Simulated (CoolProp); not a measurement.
Properties of decamethyltetrasiloxane (MD2M) along the isobar 32.5 bar (Tc = 599.4 K, pc = 11.44 bar, ω = 0.635).

The numbers come from the reference Helmholtz-energy equation of state, Thol 2017 in CoolProp.

```tsv
T (K)	phase	density (kg/m³)	cp (kJ/(kg K))	cv (kJ/(kg K))	fugacity coefficient
358.1	liquid	795.2	1.864	1.593	0.001073
381.3	liquid	772.6	1.915	1.649	0.003008
404.5	liquid	749.7	1.965	1.702	0.007183
427.7	liquid	726.1	2.012	1.752	0.01505
450.8	liquid	701.9	2.058	1.799	0.02824
474	liquid	676.7	2.102	1.843	0.04857
497.2	liquid	650.2	2.146	1.886	0.07746
520.4	liquid	622.2	2.189	1.927	0.1158
543.6	liquid	592.4	2.232	1.967	0.1640
566.8	liquid	560.4	2.278	2.006	0.2213
590	liquid	525.1	2.331	2.044	0.2866
```
